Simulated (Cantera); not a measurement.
# Reactions in the system C-Mg-O

Source: NASA polynomial tables (part measured, part estimated), evaluated in Cantera. Values are per mole of reaction as written; species without (g) are pure solids or liquids, kept so even where they would boil at 1 bar.

MgCO3 = C + Mg(g) + 3 O(g)

| T (K) | ΔH° (kJ) | ΔS° (J/K) | ΔG° (kJ) | log10 K |
|---|---|---|---|---|
| 425 | 2007.8 | 575.9 | 1763.0 | -216.68 |
| 475 | 2007.9 | 576.2 | 1734.2 | -190.70 |
| 525 | 2007.9 | 576.1 | 1705.4 | -169.68 |
| 575 | 2007.6 | 575.7 | 1676.6 | -152.31 |
| 625 | 2007.2 | 575.0 | 1647.8 | -137.72 |
| 675 | 2006.7 | 574.2 | 1619.1 | -125.29 |
| 725 | 2006.0 | 573.2 | 1590.4 | -114.58 |
| 775 | 2005.2 | 572.1 | 1561.8 | -105.26 |
| 825 | 2004.3 | 571.0 | 1533.2 | -97.07 |
| 875 | 2003.2 | 569.7 | 1504.7 | -89.82 |
| 925 | 2002.0 | 568.4 | 1476.2 | -83.36 |
